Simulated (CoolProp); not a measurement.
Vapour-liquid equilibrium of CH2F2 (R32) (1) + R227EA (2) at 205.7 K; x and y are mole fractions of (1).

The numbers come from the multi-fluid Helmholtz-energy mixture model, Tillner-Roth 1997 and Lemmon 2016; pair parameters Bell 2016 in CoolProp.

```csv
x,"bubble pressure, mixture model (MPa)","bubble pressure, Raoult's law (MPa)","y, mixture model","y, Raoult's law"
0.05,0.008502,0.007449,0.370,0.283
0.15,0.01429,0.01110,(withheld),0.570
0.25,0.01963,0.01476,0.780,0.714
0.35,0.02420,0.01841,0.841,0.802
0.45,0.02793,0.02207,0.877,0.860
0.55,(withheld),0.02572,0.903,0.902
0.65,0.03355,0.02938,(withheld),0.933
0.75,0.03589,0.03303,(withheld),0.957
0.85,0.03824,0.03669,(withheld),0.977
0.95,0.04078,0.04034,0.985,0.993
```

### Question
Fill in the missing entries.

### Answer

- 0.15, y, mixture model: 0.662
- 0.55, bubble pressure, mixture model (MPa): 0.03097
- 0.65, y, mixture model: 0.922
- 0.75, y, mixture model: 0.941
- 0.85, y, mixture model: 0.960

The largest gap from Raoult's law is +33.0 % in bubble pressure, at x = 0.25. No azeotrope shows between x = 0.05 and 0.95.

The pair parameters rest on a limited set of measurements; away from them the model extrapolates.
